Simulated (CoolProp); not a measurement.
R11 along the isotherm 211.15 °C: density (kg/m³) from the reference equation and from simpler models built on Tc = 198.0 °C, pc = 4.408 MPa, ω = 0.189; each cubic takes its own stable root.

The numbers come from the reference Helmholtz-energy equation of state, Jacobsen 1992 in CoolProp.

```json
[
 {"p (MPa)": "0.184", "phase": "gas", "reference": "6.359"},
 {"p (MPa)": "0.367", "phase": "gas", "reference": "12.85"},
 {"p (MPa)": "0.551", "phase": "gas", "reference": "19.57"},
 {"p (MPa)": "0.735", "phase": "gas", "reference": "26.48"},
 {"p (MPa)": "0.918", "phase": "gas", "reference": "33.57"},
 {"p (MPa)": "1.1", "phase": "gas", "reference": "40.84"},
 {"p (MPa)": "1.29", "phase": "gas", "reference": "48.70"},
 {"p (MPa)": "1.47", "phase": "gas", "reference": "56.42"},
 {"p (MPa)": "1.65", "phase": "gas", "reference": "64.42"},
 {"p (MPa)": "1.84", "phase": "gas", "reference": "73.21"},
 {"p (MPa)": "2.02", "phase": "gas", "reference": "81.90"},
 {"p (MPa)": "2.2", "phase": "gas", "reference": "90.98"}
]
```

How far does each simpler model (ideal gas, van der Waals, Redlich-Kwong, Soave-Redlich-Kwong, Peng-Robinson) lie from the reference over these 12 states: mean and median of the absolute difference, and the worst?


- ideal gas: mean 9.1 %, median 8.9 %, worst -17.5 % at 211.15 °C and 2.2 MPa
- van der Waals: mean 0.9 %, median 0.9 %, worst -1.9 % at 211.15 °C and 2.2 MPa
- Redlich-Kwong: mean 0.1 %, median 0.1 %, worst +0.2 % at 211.15 °C and 1.47 MPa
- Soave-Redlich-Kwong: mean 0.1 %, median 0.1 %, worst -0.1 % at 211.15 °C and 2.2 MPa
- Peng-Robinson: mean 1.1 %, median 1.1 %, worst +2.0 % at 211.15 °C and 2.2 MPa
